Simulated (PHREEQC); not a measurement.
Make-up at 92 °C: 0.05 mol/kgw CaCl2. Closed to the air; pH follows from the charge balance.

Model: ion-association model, wateq4f.dat, run in PHREEQC.

Each row changes one thing in this solution. This is a speciation only: nothing precipitates in the calculation.

| case | pH | ionic strength (mol/kgw) |
|---|---|---|
| as made | 6.17 | 0.150 |
| 0.016 mol/kgw H2SO4 added | ___ | 0.162 |
| temperature from 92 to 45 °C | 6.67 | 0.150 |
| temperature from 92 to 50 °C | 6.60 | 0.150 |
| CaCl2 from 0.05 to 0.1 mol/kgw | 6.16 | 0.300 |
| CaCl2 replaced by CdCl2 at the same molality | ___ | ___ |
| diluted 5-fold with water | 6.19 | 0.0300 |

Q: What belongs in the gaps?

A: 
- 0.016 mol/kgw H2SO4 added, pH: 1.77
- CaCl2 replaced by CdCl2 at the same molality, pH: 5.14
- CaCl2 replaced by CdCl2 at the same molality, ionic strength (mol/kgw): 0.0710

Species that the database lacks are ignored. At this temperature some constants are extrapolated from 25 °C, and those without enthalpy data are left unchanged.
